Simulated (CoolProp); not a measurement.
Vapour-liquid equilibrium of hydrogen sulfide (1) + n-butane (2) at 313.8 K; x and y are mole fractions of (1).

Values from CoolProp's multi-fluid Helmholtz-energy mixture model, Lemmon 2006 and Bücker 2006; pair parameters Kunz 2012.

Q: Give the bubble pressure and the first vapour's composition at x = 0.35, 0.5, 0.8. Is there an azeotrope?

A: x = 0.35: 1.537 MPa, y = 0.778; x = 0.5: 1.900 MPa, y = 0.840; x = 0.8: 2.512 MPa, y = 0.927. No azeotrope shows between x = 0.05 and 0.95.

The pair parameters rest on a limited set of measurements; away from them the model extrapolates.
